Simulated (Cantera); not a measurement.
Charge: 1 mol CsCl, 0.17 mol HF, 19 mol H2, equilibrated at 13.3 mbar.

Equilibrium computed with Cantera from the NASA thermochemical tables; the gas is ideal and each condensed phase is pure. Candidate condensed phases: Cs, CsCl, CsF; 22 gas species. Kinetics and transport are ignored. All values below are at 1675 °C.

Base state: H2 0.927, CsCl 0.0424, H 0.00942, HF 0.00743, HCl 0.00673, Cs 0.00584, CsF 0.000937, Cl 5.13e-5 (mole fractions); condensed: gas only.

Q: What changes in the equilibrium state with this change: HF from 0.17 to 1.7 mol?

A: 
```tsv
species	before	after
H2	0.927	0.864
HF	0.00743	0.0721
CsCl	0.0424	0.0365
CsF	0.000937	0.00573
Cs	0.00584	0.00355
Cl	5.13e-5	7.27e-5
HCl	0.00673	0.00921
H	0.00942	0.00910
```
